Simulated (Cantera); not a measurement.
Input: 1 mol N2O, 0.0064 mol SO2, 0.34 mol O2, at 352 °C and 100 bar.

Cantera equilibrium calculation (NASA polynomials, part measured and part estimated; ideal gas, pure solids and liquids). Candidate condensed phases: S; 17 gas species. The ideal-gas law is rough above about 30 bar. Rates play no part.

Base state: N2 0.543, O2 0.454, SO3 0.00347 (mole fractions); condensed: gas only.

Task: What changes in the equilibrium state with this change: temperature from 352 °C to 1802 °C?

Result: 
```tsv
species	before	after
N2	0.543	0.536
O2	0.454	0.449
NO	5.22e-8	0.0113
O	<1e-9	7.81e-5
SO2	2.35e-7	0.00336
NO2	2.75e-6	0.000253
SO3	0.00347	0.000103
```
